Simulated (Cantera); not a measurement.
Input (Python, Cantera) and output of one run.

```python
import numpy as np
import cantera as ct

gas_names = """
    H2O CL2 BOCL HCL
""".split()
cond_names = """
    B(b) B(L)
""".split()


def load(file, names, dense=False):
    # The tables refer to 1 bar. Condensed volumes are neglected.
    table = {s.name: s for s in ct.Species.list_from_file(file)}
    out = []
    for n in names:
        d = dict(table[n].input_data)
        d["thermo"] = dict(d["thermo"], **{"reference-pressure": 1e5})
        if dense:
            d["equation-of-state"] = {"model": "constant-volume", "density": "1e6 g/cm^3"}
        out.append(ct.Species.from_dict(d))
    return out


species = {s.name: s for s in load("nasa_gas.yaml", gas_names) + load("nasa_condensed.yaml", cond_names)}
# Each term lists the table entries of one substance; the one whose range holds T is used.
reactions = {
    '2 H2O(g) + 3 Cl2(g) + 2 B = 2 BOCl(g) + 4 HCl(g)':
        [(-2, ['H2O']), (-3, ['CL2']), (-2, ['B(b)', 'B(L)']), (2, ['BOCL']), (4, ['HCL'])],
}


def pick(names, T):
    return next(species[n] for n in names if species[n].thermo.min_temp <= T <= species[n].thermo.max_temp)


results = []
for label, terms in reactions.items():
    print(label)
    print("     T/K   dH/kJ  dS/(J/K)   dG/kJ   log10 K")
    for T in [300, 523, 723, 923, 1123, 1323, 1523, 1723]:
        used = [(nu, pick(names, T)) for nu, names in terms]
        dH = sum(nu * s.thermo.h(T) for nu, s in used) / 1e6
        dS = sum(nu * s.thermo.s(T) for nu, s in used) / 1e3
        dG = dH - T * dS / 1e3
        logK = -dG * 1e6 / (ct.gas_constant * T * np.log(10))
        results.append((label, T, dH, dS, dG, logK, [s.name for _, s in used]))
        print(f"{T:8g} {dH:8.1f} {dS:8.1f} {dG:8.1f} {logK:8.2f}")
```

It prints:

```
2 H2O(g) + 3 Cl2(g) + 2 B = 2 BOCl(g) + 4 HCl(g)
     T/K   dH/kJ  dS/(J/K)   dG/kJ   log10 K
     300   -518.2    164.0   -567.4    98.78
     523   -516.4    168.8   -604.6    60.39
     723   -516.3    169.0   -638.4    46.12
     923   -516.6    168.5   -672.2    38.04
    1123   -517.3    167.9   -705.8    32.83
    1323   -518.1    167.2   -739.4    29.19
    1523   -519.4    166.4   -772.7    26.50
    1723   -521.0    165.3   -805.9    24.43
```

Source: NASA polynomial tables (part measured, part estimated), evaluated in Cantera. The tables' values for BOCl are old estimates. Condensed species are held in their standard states even where they would react or evaporate.
